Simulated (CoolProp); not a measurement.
Isobutane at 331.83 K and 0.309 MPa flows at 0.3 m/s in a round tube of 25 mm bore and 45 µm roughness, fully developed (64/Re and Nu = 3.66 if laminar; Colebrook and Gnielinski if turbulent). Each further row changes one setting.

The numbers come from the reference Helmholtz-energy equation of state, Bücker 2006 in CoolProp.

```
case              Reynolds number  Darcy friction factor  pressure drop (Pa/m)  heat-transfer coefficient (W/(m² K))  mass flow (kg/h)
----------------  ---------------  ---------------------  --------------------  ------------------------------------  ----------------
as stated                    6230                 0.0373                 0.464                                  17.9        (withheld)
velocity 0.6 m/s            12500             (withheld)            (withheld)                            (withheld)              7.33
diameter 50 mm              12500             (withheld)            (withheld)                                  15.9              14.7
```

Task: Some entries are withheld; supply them.

Result: 
- as stated, mass flow (kg/h): 3.67
- velocity 0.6 m/s, Darcy friction factor: 0.0320
- velocity 0.6 m/s, pressure drop (Pa/m): 1.60
- velocity 0.6 m/s, heat-transfer coefficient (W/(m² K)): 33.3
- diameter 50 mm, Darcy friction factor: 0.0306
- diameter 50 mm, pressure drop (Pa/m): 0.191

Viscosity comes from a separate model (Vogel 2000). Thermal conductivity comes from a separate model (Perkins 2002).
